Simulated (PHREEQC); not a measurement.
Dissolve 0.0021 mol KCl, 0.024 mol Na2S and 0.0007 mol NaHS per kg of water at 25 °C. Closed to the air; pH follows from the charge balance.

The numbers come from PHREEQC with the ion-association model, phreeqc.dat.

No solid was allowed to form.

**Question.** Estimate the pH, ionic strength, density.

**Answer.** pH 12.16; ionic strength 0.0567 mol/kgw; density 0.999 g/cm³.

Species that the database lacks are ignored. With this much S-2 the pH rests on the database's HS-/S-2 constant; if that pK is higher, the solution is more alkaline. The database's pK near 12.9 for HS-/S-2 is now thought far too low, so its S-2 is overstated.
